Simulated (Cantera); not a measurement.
What does this Cantera script print?

```python
import numpy as np
import cantera as ct

gas_names = [...]  # 87 gases of nasa_gas.yaml made of C, H, Si
cond_names = """
    C(gr) C6H6(L) C7H8(L) C8H18(L),n-octa Si(cr) Si(L) SiC(b)
""".split()


# ... load() reads the species with a 1 bar reference pressure and builds the phases ...
atoms = {
    'Si(CH3)4': {'Si': 1, 'C': 4, 'H': 12},
    'C2H4': {'C': 2, 'H': 4},
    'H2': {'H': 2},
    'CH4': {'C': 1, 'H': 4},
}
top_T = {'C(gr)': 4500, 'SiC(b)': 3050}  # K; cautious upper limits of use, not melting points


# ... equilibrate(T, P, feed) seeds the gas with the atoms and calls Mixture.equilibrate('TP', solver="vcs", rtol=1e-11, max_steps=5000) ...
results = []
feed = {'Si(CH3)4': 1, 'C2H4': 0.012, 'H2': 17, 'CH4': 0.047}  # mol
P = 1000  # Pa
for T in [2000, 2050, 2100, 2150, 2200, 2250, 2300, 2350, 2400, 2450, 2500, 2550, 2600]:
    mix = equilibrate(T, P, feed)
    results.append((T, P, feed, dict(zip(mix.species_names, mix.species_moles))))
    x = sorted(zip(gas.X, gas.species_names), reverse=True)
    print(f"T = {T:g} K  P = {P:g} Pa  gas = {mix.phase_moles(0):.4g} mol")
    print("   x: " + "  ".join(f"{s} {v:.3e}" for v, s in x if v > 0.001))
    print("   condensed (mol): " + ("  ".join(f"{mix.phase(i).name} {mix.phase_moles(i):.4g}"
          for i in range(1, mix.n_phases) if mix.phase_moles(i) > 1e-12) or "none"))
```

Result:

```
T = 2000 K  P = 1000 Pa  gas = 23.31 mol
   x: H2 9.828e-01  H 1.612e-02
   condensed (mol): C(gr) 3.042  SiC(b) 0.9934
T = 2050 K  P = 1000 Pa  gas = 23.39 mol
   x: H2 9.760e-01  H 2.241e-02  C2H2,acetylene 1.036e-03
   condensed (mol): C(gr) 3.035  SiC(b) 0.9858
T = 2100 K  P = 1000 Pa  gas = 23.51 mol
   x: H2 9.667e-01  H 3.063e-02  C2H2,acetylene 1.397e-03  Si 1.040e-03
   condensed (mol): C(gr) 3.031  SiC(b) 0.9703
T = 2150 K  P = 1000 Pa  gas = 23.66 mol
   x: H2 9.545e-01  H 4.120e-02  Si 2.061e-03  C2H2,acetylene 1.849e-03
   condensed (mol): C(gr) 3.033  SiC(b) 0.9396
T = 2200 K  P = 1000 Pa  gas = 23.88 mol
   x: H2 9.383e-01  H 5.455e-02  Si 3.957e-03  C2H2,acetylene 2.404e-03
   condensed (mol): C(gr) 3.052  SiC(b) 0.8802
T = 2250 K  P = 1000 Pa  gas = 24.19 mol
   x: H2 9.167e-01  H 7.111e-02  Si 7.377e-03  C2H2,acetylene 3.069e-03
   condensed (mol): C(gr) 3.1  SiC(b) 0.7674
T = 2300 K  P = 1000 Pa  gas = 24.65 mol
   x: H2 8.881e-01  H 9.120e-02  Si 1.338e-02  C2H2,acetylene 3.838e-03  SiC2 1.847e-03  Si2C 1.087e-03
   condensed (mol): C(gr) 3.206  SiC(b) 0.5562
T = 2350 K  P = 1000 Pa  gas = 25.34 mol
   x: H2 8.496e-01  H 1.150e-01  Si 2.365e-02  C2H2,acetylene 4.688e-03  SiC2 3.865e-03  Si2C 2.237e-03
   condensed (mol): C(gr) 3.413  SiC(b) 0.1642
T = 2400 K  P = 1000 Pa  gas = 25.91 mol
   x: H2 8.143e-01  H 1.435e-01  Si 2.799e-02  C2H2,acetylene 5.677e-03  SiC2 5.373e-03  Si2C 2.098e-03
   condensed (mol): C(gr) 3.438
T = 2450 K  P = 1000 Pa  gas = 26.41 mol
   x: H2 7.793e-01  H 1.774e-01  Si 2.789e-02  C2H2,acetylene 6.799e-03  SiC2 6.245e-03  Si2C 1.417e-03
   condensed (mol): C(gr) 3.334
T = 2500 K  P = 1000 Pa  gas = 27.01 mol
   x: H2 7.395e-01  H 2.162e-01  Si 2.731e-02  C2H2,acetylene 7.999e-03  SiC2 7.083e-03
   condensed (mol): C(gr) 3.212
T = 2550 K  P = 1000 Pa  gas = 27.7 mol
   x: H2 6.948e-01  H 2.600e-01  Si 2.636e-02  C2H2,acetylene 9.240e-03  SiC2 7.871e-03
   condensed (mol): C(gr) 3.073
T = 2600 K  P = 1000 Pa  gas = 28.51 mol
   x: H2 6.456e-01  H 3.084e-01  Si 2.515e-02  C2H2,acetylene 1.047e-02  SiC2 8.594e-03
   condensed (mol): C(gr) 2.916
```

Cantera equilibrium calculation (NASA polynomials, part measured and part estimated; ideal gas, pure solids and liquids). Gases not in the tables: Si2H6 and higher silanes.
